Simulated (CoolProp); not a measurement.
Vapour-liquid equilibrium of diethyl ether (1) + acetone (2) at 305.8 K; x and y are mole fractions of (1).

Model: multi-fluid Helmholtz-energy mixture model, Thol 2014 and Lemmon 2006; pair parameters Bell 2016, in CoolProp.

Problem. Give the bubble pressure and the first vapour's composition at x = 0.2, 0.5, 0.8. Is there an azeotrope?

Solution. x = 0.2: 0.06178 MPa, y = 0.440; x = 0.5: 0.08190 MPa, y = 0.704; x = 0.8: 0.09232 MPa, y = 0.856. No azeotrope shows between x = 0.05 and 0.95.

The pair parameters rest on a limited set of measurements; away from them the model extrapolates.
